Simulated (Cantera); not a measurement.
Input: 1 mol B, 34 mol H2, 0.98 mol N2, equilibrated at 2148.15 K and 570 Pa.

These are equilibrium values from Cantera (NASA tables, ideal gas, pure condensed phases), not measurements of a reactor. Candidate condensed phases: B, BN; 15 gas species. The tables' values for BH2 are old estimates; treat these amounts as uncertain. Kinetics and transport are ignored.

### Question
What is the equilibrium state?

### Answer
- x(H2) = 0.919
- x(H) = 0.0530
- x(N2) = 0.0273
- x(BH2) = 0.000948
- x(B) = 0.000232
- x(BH) = 2.31e-5
- x(BH3) = 3.40e-6
- x(BN) = 2.21e-6
- n(B(s)) = 0.957 mol
- gas amount = 35.94 mol
